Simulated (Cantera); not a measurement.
Input: 1 mol HgO, 0.75 mol H2, held at 800 K and 1.00 bar.

Equilibrium computed with Cantera from the NASA thermochemical tables; the gas is ideal and each condensed phase is pure. Candidate condensed phases: H2O, Hg, HgO; 10 gas species. Equilibrium is a limit: real reactors are often held back by kinetics, nucleation or transport.

Base state: Hg 0.533, H2O 0.400, O2 0.0667 (mole fractions); condensed: gas only.

Task: What changes in the equilibrium state with this change: 0.012 mol NH3 added?

Result: 
| species | before | after |
|---|---|---|
| Hg | 0.533 | 0.529 |
| H2O | 0.400 | 0.406 |
| O2 | 0.0667 | 0.0614 |
| N2 | 0 | 0.00317 |
